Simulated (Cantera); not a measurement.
Stirred combustor or abatement burner

A perfectly stirred reactor is fed with H2 : O2 : N2 : H2O = 1 : 0.667 : 6.47 : 1.1 (molar parts), equivalence ratio 0.75, at 0.430 bar; it is adiabatic with a 823 K inlet, and is followed from long to short residence time, starting on the burning branch (τ in s: 0.06, 0.022, 0.0083, 0.0031, 0.0011, 0.00042, 0.00016, 5.8e-05, 2.2e-05, 8e-06).

Cantera simulation using the H2/O2 subset of GRI-Mech 3.0, which has no nitrogen chemistry; the numbers are that mechanism's predictions, not measurements.

| τ (s) | T (K) | x H2 | x O2 | x H2O | x O | x H | x OH | x HO2 |
|---|---|---|---|---|---|---|---|---|
| 0.060 | 1582 | 0.00162 | 0.0194 | 0.237 | 0.000261 | 0.000289 | 0.00164 | 2.71e-6 |
| 0.022 | 1565 | 0.00295 | 0.0199 | 0.235 | 0.000488 | 0.000733 | 0.00216 | 4.07e-6 |
| 0.0083 | 1538 | 0.00500 | 0.0208 | 0.232 | 0.000864 | 0.00171 | 0.00272 | 5.60e-6 |
| 0.0031 | 1493 | 0.00797 | 0.0223 | 0.227 | 0.00145 | 0.00370 | 0.00320 | 7.36e-6 |
| 0.0011 | 1423 | 0.0121 | 0.0248 | 0.220 | 0.00225 | 0.00743 | 0.00341 | 9.69e-6 |
| 0.00042 | 1334 | 0.0175 | 0.0283 | 0.210 | 0.00296 | 0.0124 | 0.00315 | 1.29e-5 |
| 0.00016 | 1211 | 0.0304 | 0.0357 | 0.194 | 0.00290 | 0.0160 | 0.00224 | 1.96e-5 |
| 5.8e-5 | 823 | 0.108 | 0.0722 | 0.119 | <1e-12 | <1e-12 | <1e-12 | <1e-12 |
| 2.2e-5 | 823 | 0.108 | 0.0722 | 0.119 | <1e-12 | <1e-12 | <1e-12 | <1e-12 |
| 8.0e-6 | 823 | 0.108 | 0.0722 | 0.119 | <1e-12 | <1e-12 | <1e-12 | <1e-12 |
x: mole fraction; the columns are a selection and need not sum to one.
